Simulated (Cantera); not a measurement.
Standard-state values (1 bar) from the NASA 1993 polynomials, evaluated with Cantera. Values are per mole of reaction as written; species without (g) are pure solids or liquids, kept so even where they would boil at 1 bar.

2 C + O₂(g) = 2 CO(g), with ΔH° = -221.0 kJ and ΔS° = 178.8 J/K at 300 K.

**Question.** How far is the shortcut ΔG° ≈ ΔH°(300 K) − T·ΔS°(300 K) from the full temperature-dependent value at 1548, 1598, 1648, 1698, 1748, 1798, 1848, 1898 K?

**Answer.** 
| T (K) | shortcut (kJ) | full (kJ) | difference (kJ) | difference in log10 K |
|---|---|---|---|---|
| 1548 | -497.8 | -495.7 | -2.0 | 0.07 |
| 1598 | -506.7 | -504.3 | -2.4 | 0.08 |
| 1648 | -515.6 | -512.8 | -2.9 | 0.09 |
| 1698 | -524.6 | -521.3 | -3.3 | 0.10 |
| 1748 | -533.5 | -529.7 | -3.8 | 0.11 |
| 1798 | -542.5 | -538.2 | -4.3 | 0.12 |
| 1848 | -551.4 | -546.6 | -4.8 | 0.14 |
| 1898 | -560.3 | -555.0 | -5.3 | 0.15 |
The shortcut ignores the heat-capacity change of the reaction.
